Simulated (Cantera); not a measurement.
A Cantera script and what it prints.

```python
import numpy as np
import cantera as ct

gas_names = """
    AL ALCL ALCL2 ALCL3 AL2 AL2CL6 CL CL2
""".split()
cond_names = """
    AL(cr) AL(L) ALCL3(s) ALCL3(L)
""".split()


def load(file, names, dense=False):
    # The tables refer to 1 bar. Condensed volumes are neglected.
    table = {s.name: s for s in ct.Species.list_from_file(file)}
    out = []
    for n in names:
        d = dict(table[n].input_data)
        d["thermo"] = dict(d["thermo"], **{"reference-pressure": 1e5})
        if dense:
            d["equation-of-state"] = {"model": "constant-volume", "density": "1e6 g/cm^3"}
        out.append(ct.Species.from_dict(d))
    return out


gas = ct.Solution(thermo="ideal-gas", species=load("nasa_gas.yaml", gas_names))
cond = {s.name: ct.Solution(thermo="fixed-stoichiometry", species=[s], name=s.name)
        for s in load("nasa_condensed.yaml", cond_names, dense=True)}
atoms = {
    'Al': {'AL': 1},
    'Cl2': {'CL': 2},
}
top_T = {}  # K; cautious upper limits of use, not melting points


def equilibrate(T, P, feed):
    n = {}
    for name, mol in feed.items():
        for a, k in atoms[name].items():
            n[a] = n.get(a, 0.0) + k * mol
    gas.TPX = T, P, n
    mass = sum(n.values()) * gas.mean_molecular_weight
    gas.equilibrate("TP")
    valid = [c for c in cond.values() if c.min_temp <= T <= top_T.get(c.name, c.max_temp)]
    mix = ct.Mixture([(gas, mass / gas.mean_molecular_weight)] + [(c, 0.0) for c in valid])
    mix.T, mix.P = T, P
    mix.equilibrate("TP", solver="vcs", rtol=1e-11, max_steps=5000)
    return mix


results = []
feed = {'Al': 1, 'Cl2': 1.6}  # mol
T = 723  # K
P = 26000  # Pa
mix = equilibrate(T, P, feed)
results.append((T, P, feed, dict(zip(mix.species_names, mix.species_moles))))
print(gas.report(threshold=1e-05))
for i in range(1, mix.n_phases):
    print(f"{mix.phase(i).name:16s} {mix.phase_moles(i):12.5e} mol")
```

Result:

```
       temperature   723 K
          pressure   26000 Pa
           density   0.85672 kg/m^3
  mean mol. weight   198.08 kg/kmol
   phase of matter   gas

                          1 kg             1 kmol
                     ---------------   ---------------
          enthalpy       -4.2502e+06       -8.4188e+08  J
   internal energy       -4.2806e+06       -8.4789e+08  J
           entropy              2616        5.1817e+05  J/K
    Gibbs function       -6.1416e+06       -1.2165e+09  J
 heat capacity c_p            646.57        1.2807e+05  J/K
 heat capacity c_v            604.59        1.1976e+05  J/K

                      mass frac. Y      mole frac. X     chem. pot. / RT
                     ---------------   ---------------   ---------------
             ALCL3           0.20684           0.30728           -140.32
            AL2CL6           0.74267           0.55166           -280.65
               CL2          0.050491           0.14106           -31.402
     [   +5 minor]        1.7086e-07        9.5471e-07

AL(cr)            0.00000e+00 mol
ALCL3(L)          0.00000e+00 mol
```

These are equilibrium values from Cantera (NASA tables, ideal gas, pure condensed phases), not measurements of a reactor.
